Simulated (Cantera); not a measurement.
A closed system holds: 1 mol SiH4, 0.11 mol O2, 96 mol H2, at 1.00 bar.

Equilibrium computed with Cantera from the NASA thermochemical tables; the gas is ideal and each condensed phase is pure. Candidate condensed phases: H2O, Si, SiO2; 18 gas species. Mutual solubility and eutectic melting of coexisting phases are not modelled. The tables hold silica as quartz up to 1696 K and as liquid above; real silica turns to tridymite and cristobalite and melts near 1996 K. Gases not in the tables: Si2H6 and higher silanes. The numbers say what is thermodynamically allowed, not how fast it happens.

x: gas mole fraction; n: condensed amount in mol.

```
T (K)   x H2     x SiO     x H    x SiH2  n Si(s)  n SiO2(α-quartz)  n SiO2(β-quartz)  n Si(l)
-----  -----  --------  ------  --------  -------  ----------------  ----------------  -------
600     1.00    <1e-12  <1e-12    <1e-12    0.890             0.110                 0        0
700     1.00    <1e-12  <1e-12    <1e-12    0.890             0.110                 0        0
800     1.00    <1e-12     [?]    <1e-12    0.890             0.110                 0        0
900     1.00  4.98e-12     [?]  3.71e-12    0.890                 0             0.110        0
1000    1.00  5.21e-10     [?]  9.37e-11    0.890                 0             0.110        0
1100   1.000   2.30e-8     [?]   1.32e-9    0.890                 0             0.110        0
1200   1.000   5.36e-7     [?]   1.19e-8    0.890                 0             0.110        0
1300   1.000   7.61e-6     [?]   7.65e-8    0.890                 0             0.110        0
1400   1.000   7.33e-5     [?]   3.77e-7    0.886                 0             0.106        0
1500   0.999  0.000518     [?]   1.50e-6    0.865                 0            0.0844        0
1600   0.998   0.00223     [?]   4.99e-6    0.780                 0                 0        0
1700   0.998   0.00224     [?]   1.42e-5        0                 0                 0    0.779
1800   0.997   0.00224     [?]   2.99e-5        0                 0                 0    0.777
1900   0.997   0.00224     [?]   5.81e-5        0                 0                 0    0.772
```

Problem. Some entries are withheld; supply them.

Solution. 
- 800, x H: 2.90e-12
- 900, x H: 1.17e-10
- 1000, x H: 2.27e-9
- 1100, x H: 2.59e-8
- 1200, x H: 1.97e-7
- 1300, x H: 1.11e-6
- 1400, x H: 4.86e-6
- 1500, x H: 1.76e-5
- 1600, x H: 5.43e-5
- 1700, x H: 0.000147
- 1800, x H: 0.000358
- 1900, x H: 0.000792
